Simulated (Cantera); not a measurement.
Charge: 1 mol Si3N4, 0.45 mol Si, 1.3 mol N2, equilibrated at 2973.15 K and 2.70 bar.

Method: chemical equilibrium by Gibbs-energy minimisation in Cantera with the NASA 1993 tables (ideal gas, pure condensed phases). Candidate condensed phases: Si, Si3N4; 7 gas species. The tables' values for SiN are old estimates; treat these amounts as uncertain. Equilibrium is a limit: real reactors are often held back by kinetics, nucleation or transport.

Base state: N2 0.959, Si 0.0342, SiN 0.00306, Si2N 0.00205, Si2 0.00162, Si3 0.000239 (mole fractions); condensed: Si(l).

Question: What changes in the equilibrium state with this change: 0.04 mol HF added?

Answer: 
```json
[
 {"species": "N2", "before": "0.959", "after": "0.942"},
 {"species": "Si", "before": "0.0342", "after": "0.0342"},
 {"species": "SiF", "before": "0", "after": "0.00519"},
 {"species": "H", "before": "0", "after": "0.00465"},
 {"species": "H2", "before": "0", "after": "0.00277"},
 {"species": "SiF2", "before": "0", "after": "0.00260"},
 {"species": "HF", "before": "0", "after": "0.000824"},
 {"species": "Si(l), mol", "before": "3.29", "after": "3.26"}
]
```
The tables' values for SiF, SiN, SiF2, SiF3 are old estimates; treat these amounts as uncertain. Gases not in the tables: Si2H6 and higher silanes.
